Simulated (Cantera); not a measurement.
An adiabatic, constant-pressure homogeneous reactor starts with CO : H2 : CH4 : O2 : N2 = 1 : 1.1 : 0.29 : 3.79 : 14.3 (molar parts), equivalence ratio 0.43, at 1500 K and 1.00 bar.

Cantera simulation using GRI-Mech 3.0 (53 species, 325 reactions); the numbers are that mechanism's predictions, not measurements.

Problem. Predict: time of steepest temperature rise; temperature at 3.00 s; equilibrium temperature; x(CO) at 3.00 s; x(H2) at 3.00 s; x(O) at 3.00 s; x(CO2) at 3.00 s.

Solution. 
```
Item                                                                  Result
---------------------------------  -----------------------------------------
time of steepest temperature rise                                    27.7 µs
temperature at 3.00 s                                                 2414 K
equilibrium temperature                                               2414 K
x(CO) at 3.00 s                      0.00442 (gas-phase equilibrium 0.00442)
x(H2) at 3.00 s                    0.000974 (gas-phase equilibrium 0.000974)
x(O) at 3.00 s                       0.00301 (gas-phase equilibrium 0.00301)
x(CO2) at 3.00 s                       0.0615 (gas-phase equilibrium 0.0615)
```
